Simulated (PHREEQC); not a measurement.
Geothermal or formation water: speciation

A made-up water analysis in mg/L, 90 °C, pH 6.95, pe 8.6: Na 3320; K 95; Ca 57.8; Mg 212; Cl 5040; S(6) as SO4 1300; Alkalinity as HCO3 1.48; N(5) as NO3 32.4; Zn 1.32.

Valence states are taken as typed.

Computed with PHREEQC (ion-association model, phreeqc.dat).

- ionic strength = 0.176 mol/kgw
- specific conductance = 43800 µS/cm
- density = 0.973 g/cm³
- charge-balance error = -0.8 %

```csv
species,molality,activity,log γ
Na+,0.144,0.104,-0.141
Cl-,0.144,0.0996,-0.159
SO4-2,0.00805,0.00212,-0.580
Mg+2,0.00559,0.00171,-0.515
MgSO4,0.00321,0.00335,0.018
K+,0.00237,0.00163,-0.161
NaSO4-,0.00213,0.00155,-0.139
Ca+2,0.00126,0.000361,-0.544
```

Precipitation was switched off in this run. Constants without temperature data keep their 25 °C values here.
